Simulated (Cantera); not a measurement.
Feed: 1 mol Si2Cl6, 0.58 mol N2, held at 775 °C.

Cantera equilibrium calculation (NASA polynomials, part measured and part estimated; ideal gas, pure solids and liquids). Candidate condensed phases: Si, Si3N4; 13 gas species. The feed counts by its element totals alone. N2 is the only nitrogen source here; it is nearly inert below about 1500 K, so the nitride shown seldom forms there in practice. The tables' values for SiCl3 are old estimates; treat these amounts as uncertain. Equilibrium is a limit: real reactors are often held back by kinetics, nucleation or transport.

x: gas mole fraction; n: condensed amount in mol.

| P (Pa) | x SiCl4 | x N2 | x SiCl3 | x SiCl2 | x Cl | n Si3N4(s) |
|---|---|---|---|---|---|---|
| 5 | 0.832 | 0.144 | 0.0170 | … | 2.23e-6 | 0.162 |
| 17 | 0.845 | 0.143 | 0.0103 | … | 1.10e-6 | 0.164 |
| 59 | 0.851 | 0.142 | 0.00618 | … | 5.31e-7 | 0.166 |
| 210 | 0.854 | 0.142 | 0.00365 | … | 2.53e-7 | 0.166 |
| 710 | 0.856 | 0.141 | 0.00220 | … | 1.25e-7 | 0.166 |
| 2400 | 0.857 | 0.141 | 0.00133 | … | 6.12e-8 | 0.166 |
| 8400 | 0.858 | 0.141 | 0.000788 | … | 2.95e-8 | 0.167 |
| 29000 | 0.858 | 0.141 | 0.000471 | … | 1.43e-8 | 0.167 |
| 100000 | 0.858 | 0.141 | 0.000281 | … | 6.95e-9 | 0.167 |

Complete the blanks.


- 5, x SiCl2: 0.00632
- 17, x SiCl2: 0.00230
- 59, x SiCl2: 0.000821
- 210, x SiCl2: 0.000286
- 710, x SiCl2: 0.000104
- 2400, x SiCl2: 3.77e-5
- 8400, x SiCl2: 1.33e-5
- 29000, x SiCl2: 4.72e-6
- 100000, x SiCl2: 1.68e-6
